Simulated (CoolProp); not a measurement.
Vapour-liquid equilibrium of R152A (1) + R113 (2) at 0.0845 MPa; x and y are mole fractions of (1).

Model: multi-fluid Helmholtz-energy mixture model, Outcalt 1996 and Marx 1992; pair parameters Bell 2016, in CoolProp.

```tsv
x	bubble temperature, mixture model (K)	bubble temperature, Raoult's law (K)	y, mixture model	y, Raoult's law
0.05	292.8	302.6	0.583	0.402
0.125	274.3	289.4	0.827	0.675
0.2	264.7	280.3	0.899	0.801
0.275	259.2	273.5	0.929	0.869
0.35	255.9	268.1	0.944	0.910
0.425	253.7	263.8	0.953	0.936
0.5	252.2	260.2	0.960	0.954
0.575	251.0	257.1	0.964	0.967
0.65	250.1	254.4	0.968	0.977
0.725	249.2	252.0	0.972	0.984
0.8	248.2	249.8	0.977	0.990
0.875	247.2	247.9	0.984	0.994
0.95	246.0	246.2	0.992	0.998
```

The largest gap from Raoult's law is -15.6 K in bubble temperature, at x = 0.2. No azeotrope shows between x = 0.05 and 0.95.

The pair parameters rest on a limited set of measurements; away from them the model extrapolates. With so large a gap from Raoult's law the liquid may split in two, which this calculation doesn't test in full.
